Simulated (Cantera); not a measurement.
**Adiabatic ignition**

An adiabatic, constant-pressure homogeneous reactor starts with C3H8 : O2 : N2 = 1 : 10.6 : 40 (molar parts), equivalence ratio 0.47, at 1148 K and 10.0 bar.

Computed with Cantera and GRI-Mech 3.0 (53 species, 325 reactions). GRI-Mech 3.0 was tuned for natural gas; its chemistry of propane as a main component is partial and can be far from experiment.

| t (s) | T (K) | x C3H8 | x O2 | x CH3 | x CH2 | x CH4 | x NO2 |
|---|---|---|---|---|---|---|---|
| 2.00e-6 | 1148 | 0.0194 | 0.205 | 6.26e-8 | <1e-12 | 7.26e-10 | <1e-12 |
| 6.54e-6 | 1148 | 0.0194 | 0.205 | 2.11e-7 | <1e-12 | 8.00e-9 | <1e-12 |
| 2.14e-5 | 1148 | 0.0194 | 0.205 | 7.34e-7 | <1e-12 | 8.99e-8 | <1e-12 |
| 7.00e-5 | 1148 | 0.0194 | 0.205 | 2.84e-6 | <1e-12 | 1.10e-6 | <1e-12 |
| 0.000229 | 1148 | 0.0193 | 0.205 | 7.37e-6 | 1.06e-12 | 1.21e-5 | <1e-12 |
| 0.000749 | 1148 | 0.0191 | 0.205 | 8.43e-6 | 1.62e-12 | 6.46e-5 | <1e-12 |
| 0.00245 | 1151 | 0.0179 | 0.204 | 1.35e-5 | 8.97e-12 | 0.000341 | <1e-12 |
| 0.00801 | 2169 | <1e-12 | 0.106 | <1e-12 | <1e-12 | <1e-12 | 8.20e-7 |
| 0.0262 | 2166 | <1e-12 | 0.105 | <1e-12 | <1e-12 | <1e-12 | 3.95e-6 |
| 0.0857 | 2161 | <1e-12 | 0.104 | <1e-12 | <1e-12 | <1e-12 | 1.18e-5 |
| 0.280 | 2154 | <1e-12 | 0.102 | <1e-12 | <1e-12 | <1e-12 | 2.14e-5 |
| 0.917 | 2152 | <1e-12 | 0.102 | <1e-12 | <1e-12 | <1e-12 | 2.32e-5 |
| 3.00 | 2152 | <1e-12 | 0.102 | <1e-12 | <1e-12 | <1e-12 | 2.32e-5 |
x: mole fraction; the columns are a selection and need not sum to one.

```json
{
 "time_of_steepest_temperature_rise": "3.76 ms",
 "temperature at 3.00 s": "2152 K",
 "equilibrium_temperature": "2152 K",
 "x(C3H8) at 3.00 s": "<1e-12 (gas-phase equilibrium <1e-12)",
 "x(O2) at 3.00 s": "0.102 (gas-phase equilibrium 0.102)",
 "x(CH3) at 3.00 s": "<1e-12 (gas-phase equilibrium <1e-12)"
}
```
